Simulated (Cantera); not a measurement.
## Adiabatic ignition

An adiabatic, constant-pressure homogeneous reactor starts with 7.79 % C2H4, 23.4 % O2, 63.1 % N2, 5.69 % H2O, at 1250 K and 11300 Torr.

Computed with Cantera and GRI-Mech 3.0 (53 species, 325 reactions). GRI-Mech 3.0 was tuned for natural gas; its chemistry of ethylene as a main component is partial and can be far from experiment. The pressure lies above the range GRI-Mech 3.0 was tuned for (to about 10 atm). Above 3000 K some thermodynamic fits are extrapolated.

| t (s) | T (K) | x C2H4 | x O2 | x H2O | x C2H | x H2 | x H2O2 |
|---|---|---|---|---|---|---|---|
| 1.00e-6 | 1250 | 0.0779 | 0.234 | 0.0569 | <1e-12 | 7.39e-9 | <1e-12 |
| 2.26e-6 | 1250 | 0.0779 | 0.234 | 0.0569 | <1e-12 | 1.67e-8 | 1.12e-12 |
| 5.09e-6 | 1250 | 0.0779 | 0.234 | 0.0569 | <1e-12 | 3.78e-8 | 6.19e-12 |
| 1.15e-5 | 1250 | 0.0779 | 0.234 | 0.0569 | <1e-12 | 8.55e-8 | 3.26e-11 |
| 2.59e-5 | 1250 | 0.0779 | 0.234 | 0.0569 | <1e-12 | 1.94e-7 | 1.71e-10 |
| 5.85e-5 | 1250 | 0.0779 | 0.234 | 0.0569 | <1e-12 | 4.50e-7 | 1.09e-9 |
| 0.000132 | 1250 | 0.0779 | 0.234 | 0.0569 | <1e-12 | 1.24e-6 | 3.53e-8 |
| 0.000298 | 3012 | <1e-12 | 0.0231 | 0.176 | <1e-12 | 0.0140 | 1.83e-6 |
| 0.000672 | 3006 | <1e-12 | 0.0219 | 0.176 | <1e-12 | 0.0142 | 1.76e-6 |
| 0.00152 | 3006 | <1e-12 | 0.0219 | 0.176 | <1e-12 | 0.0142 | 1.76e-6 |
| 0.00342 | 3006 | <1e-12 | 0.0219 | 0.176 | <1e-12 | 0.0142 | 1.76e-6 |
| 0.00772 | 3006 | <1e-12 | 0.0219 | 0.176 | <1e-12 | 0.0142 | 1.76e-6 |
| 0.0174 | 3006 | <1e-12 | 0.0219 | 0.176 | <1e-12 | 0.0142 | 1.76e-6 |
| 0.0393 | 3006 | <1e-12 | 0.0219 | 0.176 | <1e-12 | 0.0142 | 1.76e-6 |
| 0.0886 | 3006 | <1e-12 | 0.0219 | 0.176 | <1e-12 | 0.0142 | 1.76e-6 |
| 0.200 | 3006 | <1e-12 | 0.0219 | 0.176 | <1e-12 | 0.0142 | 1.76e-6 |
x: mole fraction; the columns are a selection and need not sum to one.

```json
{
  "time_of_steepest_temperature_rise": "0.205 ms",
  "temperature at 0.200 s": "3006 K",
  "equilibrium_temperature": "3006 K",
  "x(C2H4) at 0.200 s": "<1e-12 (gas-phase equilibrium <1e-12)",
  "x(O2) at 0.200 s": "0.0219 (gas-phase equilibrium 0.0219)",
  "x(H2O) at 0.200 s": "0.176 (gas-phase equilibrium 0.176)"
}
```
